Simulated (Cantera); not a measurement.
Input: 1 mol CuO, 4.9 mol C, 0.13 mol CO, held at 1398 K and 1 atm.

These are equilibrium values from Cantera (NASA tables, ideal gas, pure condensed phases), not measurements of a reactor. Candidate condensed phases: C, Cu, CuO, Cu₂O; 15 gas species. The numbers say what is thermodynamically allowed, not how fast it happens.

Base state: CO 0.998, CO₂ 0.00177 (mole fractions); condensed: C(graphite) + Cu(l).

**Question.** What changes in the equilibrium state with this change: CuO replaced by PbO?

**Answer.** 
```json
[
 {"species": "CO", "before": "0.998", "after": "0.990"},
 {"species": "Pb", "before": "0", "after": "0.00841"},
 {"species": "CO₂", "before": "0.00177", "after": "0.00174"},
 {"species": "C(graphite), mol", "before": "3.90", "after": "3.90"},
 {"species": "Cu(l), mol", "before": "1.000", "after": "0"},
 {"species": "Pb(l), mol", "before": "0", "after": "0.990"}
]
```
Further candidate phases: Pb, PbO, PbO₂, Pb₃O₄.
